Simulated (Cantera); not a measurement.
Input: 1 mol PbO, 1 mol C, 1 mol CO, at 823.15 K and 1.00 bar.

Equilibrium computed with Cantera from the NASA thermochemical tables; the gas is ideal and each condensed phase is pure. Candidate condensed phases: C, Pb, PbO, PbO₂, Pb₃O₄; 15 gas species. Kinetics and transport are ignored.

Base state: CO₂ 0.865, CO 0.135 (mole fractions); condensed: C(graphite) + Pb(l).

What changes in the equilibrium state with this change: temperature from 823.15 K to 2073 K?


```tsv
species	before	after
CO	0.135	0.667
Pb	1.35e-7	0.333
Pb₂	<1e-9	0.000469
CO₂	0.865	8.13e-6
C(graphite), mol	0.928	0
Pb(l), mol	1.00	0
```
